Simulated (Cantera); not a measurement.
An isothermal, constant-pressure homogeneous reactor starts with H₂ : O₂ : N₂ : H₂O = 0.64 : 1 : 12 : 0.52 (molar parts), at 1350 K and 0.132 atm.

Model: GRI-Mech 3.0 (53 species, 325 reactions), integrated in Cantera. The temperature is held fixed by assumption; the heat of reaction is taken as removed at once.

One state of this run: x H₂ = 4.70e-7; x O₂ = 0.0491; x HO₂ = 1.19e-8; x H₂O₂ = 1.09e-9; x N₂O = 6.32e-8; x H₂O = 0.0838; x NO₂ = 5.73e-9. x: mole fraction; the columns are a selection and need not sum to one.

### Question
Which value of t (s) does it belong to?
A) 0.000841
B) 0.0580
C) 0.975
D) 0.00345

### Answer
C, 0.975
